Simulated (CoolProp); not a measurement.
Saturated liquid density (kg/m³) of ethane: the reference equation beside estimates from Tc = 32.2 °C, pc = 4.872 MPa, ω = 0.099. Rackett uses Z = 0.29056 − 0.08775 ω.

Model: reference Helmholtz-energy equation of state, Bücker 2006, in CoolProp.

| T (°C) | reference | Rackett | van der Waals | Soave-Redlich-Kwong | Peng-Robinson |
|---|---|---|---|---|---|
| -46.85 | 486.9 | 484.1 | 317.1 | 460.8 | 522.3 |
| -41.05 | 478.0 | 475.2 | 311.0 | 450.3 | 510.6 |
| -35.15 | 468.6 | 465.8 | 304.6 | 439.0 | 497.9 |
| -29.25 | 458.7 | 456.0 | 297.9 | 427.1 | 484.4 |
| -23.35 | 448.4 | 445.8 | 290.7 | 414.5 | 470.1 |
| -17.55 | 437.7 | 435.1 | 283.4 | 401.3 | 455.0 |
| -11.65 | 426.0 | 423.7 | 275.4 | 387.0 | 438.6 |
| -5.75 | 413.6 | 411.4 | 266.8 | 371.5 | 420.7 |

Absolute difference from the reference over all 8 rows, mean and median: Rackett 0.6 and 0.6 %, van der Waals 35.1 and 35.1 %, Soave-Redlich-Kwong 7.4 and 7.2 %, Peng-Robinson 4.9 and 5.2 %.
